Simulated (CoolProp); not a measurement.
Carbon monoxide along the isotherm -12.25 °C: fugacity coefficient from the reference equation and from simpler models built on Tc = -140.3 °C, pc = 3.498 MPa, ω = 0.050; each cubic takes its own stable root.

Values from CoolProp's reference Helmholtz-energy equation of state, Lemmon 2006. It is a short technical equation, of lower accuracy than the large ones.

```
p (MPa)          phase  reference  van der Waals  Redlich-Kwong
-------  -------------  ---------  -------------  -------------
1.59               gas     0.9871         0.9796         0.9847
3.18               gas     0.9754         0.9602         0.9705
4.77     supercritical     0.9648         0.9418         0.9575
6.36     supercritical     0.9554         0.9246         0.9457
7.95     supercritical     0.9471         0.9086         0.9351
9.54     supercritical     0.9399         0.8941         0.9258
11.1     supercritical     0.9338         0.8814         0.9178
12.7     supercritical     0.9287         0.8701         0.9108
14.3     supercritical     0.9247         0.8604         0.9050
15.9     supercritical     0.9217         0.8525         0.9003
17.5     supercritical     0.9197         0.8464         0.8967
```
